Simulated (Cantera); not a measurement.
**Equilibrium for silicon etching in halogen gases: Si + HF + N2**

Input: 1 mol Si, 3.3 mol HF, 7.8 mol N2.

These are equilibrium values from Cantera (NASA tables, ideal gas, pure condensed phases), not measurements of a reactor. Candidate condensed phases: Si, Si3N4; 37 gas species. N2 is the only nitrogen source here; it is nearly inert below about 1500 K, so the nitride shown seldom forms there in practice. The tables' values for SiF2, SiF3 are old estimates. Equilibrium is a limit: real reactors are often held back by kinetics, nucleation or transport.

Stable condensed phases:

```
T in °C \ P in Pa
              1    6.8     46    320   2200  15000 100000
   1375       A      A      A      A      B      B      B
   1325       A      A      A      A      B      B      B
   1275       A      A      A      B      B      B      B
   1225       A      A      A      B      B      B      B
   1175       A      A      B      B      B      B      B
   1125       A      B      B      B      B      B      B
   1075       A      B      B      B      B      B      B
   1025       B      B      B      B      B      B      B
    975       B      B      B      B      B      B      B
    925       B      B      B      B      B      B      B
    875       B      B      B      B      B      B      B
    825       B      B      B      B      B      B      B
    775       B      B      B      B      B      B      B
    725       B      B      B      B      B      B      B
```

A: gas only; B: Si3N4.
